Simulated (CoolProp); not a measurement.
Aqueous magnesium chloride as a coolant, 10 % by mass, freezing at -8.3 °C, 1 atm.

Values from CoolProp's Melinder's fits for secondary coolants.

| T (°C) | density (kg/m³) | conductivity (W/(m K)) | Prandtl number | cp (kJ/(kg K)) |
|---|---|---|---|---|
| -1.9 | 1089 | 0.537 | 19.9 | 3.569 |
| 6.2 | 1088 | 0.552 | 14.7 | 3.585 |
| 14.3 | 1085 | 0.566 | 11.2 | 3.599 |
| 22.4 | 1083 | 0.580 | 8.71 | 3.613 |
| 30.5 | 1080 | 0.594 | 6.84 | 3.626 |
